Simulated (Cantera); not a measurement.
A freely propagating, adiabatic, planar premixed flame of CH4 : O2 : N2 = 1 : 1.67 : 7.17 (molar parts), unburnt at 600 K and 1.00 bar; mixture-averaged transport, grid criteria slope 0.08 and curve 0.16, no radiation.

Model: GRI-Mech 3.0 (53 species, 325 reactions), integrated in Cantera. Burning velocities carry a grid error of a few per cent, more on coarse grids.

Problem. Predict: laminar burning velocity; thermal thickness; peak x(C2H4); peak x(CH2O); peak x(C2H2); peak x(CO).

Solution. 
- laminar burning velocity: 97.0 cm/s
- thermal thickness: 0.389 mm
- peak x(C2H4): 0.000951
- peak x(CH2O): 0.00105
- peak x(C2H2): 0.000466
- peak x(CO): 0.0601
